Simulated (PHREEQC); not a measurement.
A solution holds 0.0011 mol HF, 0.0021 mol (NH4)2SiF6, 0.0048 mol H3AsO4 and 0.0006 mol HCl per kg of water, at 16 °C. Closed to the air; pH follows from the charge balance.

The numbers come from PHREEQC with the ion-association model, wateq4f.dat.

```yaml
pH: 2.47
ionic_strength: 0.00976 mol/kgw
total_alkalinity: -14.9 meq/kg
```

| species | molality | activity | log γ |
|---|---|---|---|
| NH4+ | 0.00420 | 0.00380 | -0.044 |
| H+ | 0.00371 | 0.00339 | -0.038 |
| H2AsO4- | 0.00308 | 0.00278 | -0.044 |
| HF | 0.00203 | 0.00204 | 0.001 |
| SiF6-2 | 0.00185 | 0.00125 | -0.171 |
| H3AsO4 | 0.00172 | 0.00172 | 0.001 |
| Cl- | 0.000600 | 0.000542 | -0.044 |
| F- | 0.000520 | 0.000469 | -0.045 |
| H4SiO4 | 0.000248 | 0.000249 | 0.001 |
| H2F2 | 1.48e-5 | 1.48e-5 | 0.001 |
| HF2- | 3.75e-6 | 3.38e-6 | -0.045 |
| HAsO4-2 | 8.16e-8 | 5.45e-8 | -0.175 |

This is a speciation only: nothing precipitates in the calculation. Saturation is exceeded, for instance for Quartz (slow to form); the values hold only as long as no solid forms. SiF6-2 is the database's only silicon fluoride.
